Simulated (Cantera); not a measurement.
Input: 1 mol Nb, 0.58 mol H₂O, 36 mol H₂, at 1375 °C and 1.20 Pa.

Equilibrium computed with Cantera from the NASA thermochemical tables; the gas is ideal and each condensed phase is pure. Candidate condensed phases: H₂O, Nb, NbO, NbO₂, Nb₂O₅; 12 gas species. Mutual solubility and eutectic melting of coexisting phases are not modelled. NbO: taken at fixed stoichiometry. Condensed phases not in the tables: N, O or C dissolved in the metal. Kinetics and transport are ignored.

### Question
What is the equilibrium state?

### Answer
```json
{
  "x(H₂)": "0.974",
  "x(H)": "0.0254",
  "x(H₂O)": "0.000190",
  "x(NbO₂)": "1.76e-5",
  "x(NbO)": "6.32e-6",
  "n(Nb(s))": "0.428 mol",
  "n(NbO(s))": "0.571 mol",
  "gas_amount": "37.05 mol",
  "log10 activity of NbO₂(s) (absent)": "-1.21"
}
```
